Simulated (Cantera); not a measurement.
Charge: 1 mol CH3SiCl3, 0.2 mol C3H8, 610 mol H2, held at 1052 °C and 22.0 mbar.

Method: chemical equilibrium by Gibbs-energy minimisation in Cantera with the NASA 1993 tables (ideal gas, pure condensed phases). Candidate condensed phases: C, C6H6, C7H8, C8H18, Si, SiC; 109 gas species. The feed counts by its element totals alone. Kinetics and transport are ignored.

Base state: H2 0.995, HCl 0.00489, CH4 0.000146, H 1.10e-5 (mole fractions); condensed: C(graphite) + SiC(s).

Task: What changes in the equilibrium state with this change: CH3SiCl3 replaced by SiF4?

Result: 
```csv
species,before,after
H2,0.995,0.997
HF,0,0.00185
SiF4,0,0.00105
HCl,0.00489,0
SiF3,0,8.74e-5
SiHF3,0,6.67e-5
CH4,0.000146,0.000147
H,1.10e-5,1.10e-5
"C(graphite), mol",0.509,0.252
"SiC(s), mol",1.000,0.257
```
The tables' values for SiF3 are old estimates; treat these amounts as uncertain.

Task: What changes in the equilibrium state with this change: temperature from 1052 °C to 1827 °C?

Result: 
```tsv
species	before	after
H2	0.995	0.973
H	1.10e-5	0.0207
HCl	0.00489	0.00474
C2H2 (acetylene)	8.47e-7	0.000828
Si	<1e-9	0.000616
SiH	<1e-9	4.89e-5
Si2C	<1e-9	2.52e-5
SiC2	<1e-9	2.34e-5
SiH2	<1e-9	1.80e-5
C(graphite), mol	0.509	0
SiC(s), mol	1.000	0.521
```
Gases not in the tables: Si2H6 and higher silanes.

Task: What changes in the equilibrium state with this change: CH3SiCl3 replaced by SiHCl3?

Result: 
```csv
species,before,after
H2,0.995,0.995
HCl,0.00489,0.00477
SiCl2,2.21e-7,6.26e-5
CH4,0.000146,4.92e-7
H,1.10e-5,1.10e-5
"C(graphite), mol",0.509,0
"SiC(s), mol",1.000,0.600
"Si(s), mol",0,0.361
```
Mutual solubility and eutectic melting of coexisting phases are not modelled.
